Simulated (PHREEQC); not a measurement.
# Sulfide liquor: speciation

Make-up at 30 °C: 0.56 mmol/kgw H2S and 0.14 mmol/kgw NaCl. Closed to the air; pH follows from the charge balance.

The numbers come from PHREEQC with the ion-association model, wateq4f.dat.

This is a speciation only: nothing precipitates in the calculation.

Question: What pH does the model give?

Answer: pH 5.07.

Question: In which forms is S present?

Answer: H2S 98 %, HS- 1.5 % of the S.

Complexes and solids missing from the database can't appear. The polysulfide entries of wateq4f.dat were taken out for this run.
